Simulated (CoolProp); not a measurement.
Vapour-liquid equilibrium of diethyl ether (1) + ethanol (2) at 377 K; x and y are mole fractions of (1).

Model: multi-fluid Helmholtz-energy mixture model, Thol 2014 and Schroeder 2014; pair parameters Bell 2016, in CoolProp.

Q: Give the bubble pressure and the first vapour's composition at x = 0.05, 0.35, 0.65. Is there an azeotrope?

A: x = 0.05: 3.061 bar, y = 0.196; x = 0.35: 5.198 bar, y = 0.632; x = 0.65: 6.320 bar, y = 0.789. No azeotrope shows between x = 0.05 and 0.95.

Pair parameters are fitted to limited data, so mixtures are less certain than the pure fluids.
